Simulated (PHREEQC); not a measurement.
Dissolve 0.053 mol Cu(BF4)2, 0.028 mol NaNO3 and 0.0023 mol H3BO3 per kg of water at 20 °C. Closed to the air; pH follows from the charge balance.

Model: ion-association model, wateq4f.dat, run in PHREEQC.

The pH is 2.62, the ionic strength is 0.189 mol/kgw and the total alkalinity is -318 meq/kg.

```tsv
species	molality	activity	log γ
BF4-	0.0989	0.0681	-0.162
Cu+2	0.0523	0.0176	-0.474
NO3-	0.0280	0.0196	-0.154
Na+	0.0280	0.0209	-0.126
BF3OH-	0.00575	0.00396	-0.162
HF	0.00549	0.00573	0.019
H+	0.00299	0.00240	-0.096
H3BO3	0.00253	0.00264	0.019
F-	0.00244	0.00174	-0.147
BF2(OH)2-	0.00114	0.000785	-0.162
CuF+	0.000708	0.000531	-0.125
H2F2	9.79e-5	0.000102	0.019
HF2-	5.15e-5	3.67e-5	-0.147
NaF	2.01e-5	2.10e-5	0.019
BF(OH)3-	2.52e-6	1.74e-6	-0.162
CuOH+	1.01e-7	7.30e-8	-0.140
```

Precipitation was switched off in this run. Real BF4- forms and hydrolyses slowly; the run takes it at equilibrium.
